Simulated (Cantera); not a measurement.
Charge: 1 mol B₂O₃, 7.4 mol NH₃, 110 mol N₂, equilibrated at 823.15 K and 0.190 bar.

Method: chemical equilibrium by Gibbs-energy minimisation in Cantera with the NASA 1993 tables (ideal gas, pure condensed phases). Candidate condensed phases: B, BN, B₂O₃, B₃O₃H₃, H₂O; 39 gas species. The numbers say what is thermodynamically allowed, not how fast it happens.

Base state: N₂ 0.911, H₂ 0.0884, H₂O 0.000499, NH₃ 1.14e-5 (mole fractions); condensed: BN(s) + B₂O₃(l).

Task: What changes in the equilibrium state with this change: NH₃ from 7.4 to 14 mol?

Result: 
| species | before | after |
|---|---|---|
| N₂ | 0.911 | 0.848 |
| H₂ | 0.0884 | 0.151 |
| H₂O | 0.000499 | 0.000833 |
| NH₃ | 1.14e-5 | 2.45e-5 |
| BN(s), mol | 0.0415 | 0.0768 |
| B₂O₃(l), mol | 0.979 | 0.961 |
Gases not in the tables: H₃BO₃.
